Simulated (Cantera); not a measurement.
Charge: 1 mol Cu, 3 mol HF, equilibrated at 4.30 Pa.

Equilibrium computed with Cantera from the NASA thermochemical tables; the gas is ideal and each condensed phase is pure. Candidate condensed phases: Cu, CuF₂; 15 gas species. Rates play no part.

What share of the Cu ends up in condensed phases as a function of T (K), at 1023, 1073, 1123, 1173, 1223, 1273, 1323, 1373, 1423, 1473, 1523?


```json
[
 {"T (K)": "1023", "Cu condensed (%)": "100.0", "as": "Cu(s)"},
 {"T (K)": "1073", "Cu condensed (%)": "100.0", "as": "Cu(s)"},
 {"T (K)": "1123", "Cu condensed (%)": "99.9", "as": "Cu(s)"},
 {"T (K)": "1173", "Cu condensed (%)": "99.8", "as": "Cu(s)"},
 {"T (K)": "1223", "Cu condensed (%)": "99.5", "as": "Cu(s)"},
 {"T (K)": "1273", "Cu condensed (%)": "98.9", "as": "Cu(s)"},
 {"T (K)": "1323", "Cu condensed (%)": "97.1", "as": "Cu(s)"},
 {"T (K)": "1373", "Cu condensed (%)": "92.6", "as": "Cu(l)"},
 {"T (K)": "1423", "Cu condensed (%)": "81.6", "as": "Cu(l)"},
 {"T (K)": "1473", "Cu condensed (%)": "53.8", "as": "Cu(l)"},
 {"T (K)": "1523", "Cu condensed (%)": "0.0", "as": "-"}
]
```
